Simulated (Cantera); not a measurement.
A freely propagating, adiabatic, planar premixed flame of 8.31 % CH4, 1.08 % CO, 17.4 % O2, 65.2 % N2, 8.06 % H2O, equivalence ratio 0.99, unburnt at 700 K and 180 Torr; mixture-averaged transport, grid criteria slope 0.08 and curve 0.16, no radiation.

Detailed kinetics in Cantera: GRI-Mech 3.0 (53 species, 325 reactions). Burning velocities carry a grid error of a few per cent, more on coarse grids.

x: mole fraction of selected species; z is measured from the peak of heat release.

```json
[
 {"z (mm)": "-3.74", "T (K)": "700", "u (m/s)": "2.02", "x CH4": "0.0831", "x CO": "0.0108", "x O2": "0.174", "x NO2": "<1e-8", "x HCO": "<1e-8", "x N2O": "<1e-8"},
 {"z (mm)": "-2.49", "T (K)": "701", "u (m/s)": "2.02", "x CH4": "0.0829", "x CO": "0.0108", "x O2": "0.173", "x NO2": "<1e-8", "x HCO": "<1e-8", "x N2O": "<1e-8"},
 {"z (mm)": "-1.87", "T (K)": "703", "u (m/s)": "2.03", "x CH4": "0.0825", "x CO": "0.0108", "x O2": "0.173", "x NO2": "<1e-8", "x HCO": "<1e-8", "x N2O": "<1e-8"},
 {"z (mm)": "-1.25", "T (K)": "731", "u (m/s)": "2.13", "x CH4": "0.0802", "x CO": "0.0114", "x O2": "0.170", "x NO2": "<1e-8", "x HCO": "<1e-8", "x N2O": "<1e-8"},
 {"z (mm)": "-0.623", "T (K)": "987", "u (m/s)": "2.91", "x CH4": "0.0623", "x CO": "0.0199", "x O2": "0.150", "x NO2": "<1e-8", "x HCO": "[?]", "x N2O": "<1e-8"},
 {"z (mm)": "-0.312", "T (K)": "1332", "u (m/s)": "3.98", "x CH4": "0.0362", "x CO": "0.0360", "x O2": "0.116", "x NO2": "<1e-8", "x HCO": "[?]", "x N2O": "<1e-8"},
 {"z (mm)": "0", "T (K)": "1682", "u (m/s)": "5.08", "x CH4": "0.00962", "x CO": "0.0545", "x O2": "0.0717", "x NO2": "<1e-8", "x HCO": "[?]", "x N2O": "1.07e-8"},
 {"z (mm)": "0.312", "T (K)": "1831", "u (m/s)": "5.54", "x CH4": "0.000916", "x CO": "0.0551", "x O2": "0.0435", "x NO2": "<1e-8", "x HCO": "[?]", "x N2O": "1.90e-8"},
 {"z (mm)": "0.623", "T (K)": "1866", "u (m/s)": "5.63", "x CH4": "4.53e-5", "x CO": "0.0465", "x O2": "0.0327", "x NO2": "<1e-8", "x HCO": "[?]", "x N2O": "2.42e-8"},
 {"z (mm)": "1.25", "T (K)": "1895", "u (m/s)": "5.68", "x CH4": "1.17e-7", "x CO": "0.0352", "x O2": "0.0270", "x NO2": "<1e-8", "x HCO": "[?]", "x N2O": "2.58e-8"},
 {"z (mm)": "2.49", "T (K)": "1932", "u (m/s)": "5.77", "x CH4": "<1e-8", "x CO": "0.0289", "x O2": "0.0245", "x NO2": "<1e-8", "x HCO": "[?]", "x N2O": "2.56e-8"},
 {"z (mm)": "4.99", "T (K)": "1983", "u (m/s)": "5.90", "x CH4": "<1e-8", "x CO": "0.0268", "x O2": "0.0226", "x NO2": "<1e-8", "x HCO": "[?]", "x N2O": "2.67e-8"},
 {"z (mm)": "9.97", "T (K)": "2049", "u (m/s)": "6.07", "x CH4": "<1e-8", "x CO": "0.0251", "x O2": "0.0204", "x NO2": "<1e-8", "x HCO": "[?]", "x N2O": "2.96e-8"}
]
```

Q: Fill in the missing entries.

A: 
- -0.623, x HCO: 1.23e-6
- -0.312, x HCO: 2.23e-5
- 0, x HCO: 7.78e-5
- 0.312, x HCO: 2.89e-5
- 0.623, x HCO: 2.16e-6
- 1.25, x HCO: 3.57e-8
- 2.49, x HCO: 2.20e-8
- 4.99, x HCO: 1.63e-8
- 9.97, x HCO: 1.08e-8
